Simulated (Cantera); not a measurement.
Feed: 1 mol SF6, 2.7 mol H2, equilibrated at 43.0 mbar.

Cantera equilibrium calculation (NASA polynomials, part measured and part estimated; ideal gas, pure solids and liquids). Candidate condensed phases: S; 24 gas species. Equilibrium is a limit: real reactors are often held back by kinetics, nucleation or transport. All values below are at 3325 K.

Base state: HF 0.569, F 0.193, S 0.122, H 0.109, H2 0.00340, S2 0.00180, SH 0.00102, SF 0.000368 (mole fractions); condensed: gas only.

Task: What changes in the equilibrium state with this change: H2 from 2.7 to 0.13 mol?

Result: 
```json
[
 {"species": "F", "before": "0.193", "after": "0.822"},
 {"species": "S", "before": "0.122", "after": "0.137"},
 {"species": "HF", "before": "0.569", "after": "0.0356"},
 {"species": "H", "before": "0.109", "after": "0.00161"},
 {"species": "H2", "before": "0.00340", "after": "7.34e-7"},
 {"species": "SH", "before": "0.00102", "after": "1.68e-5"},
 {"species": "SF", "before": "0.000368", "after": "0.00176"}
]
```
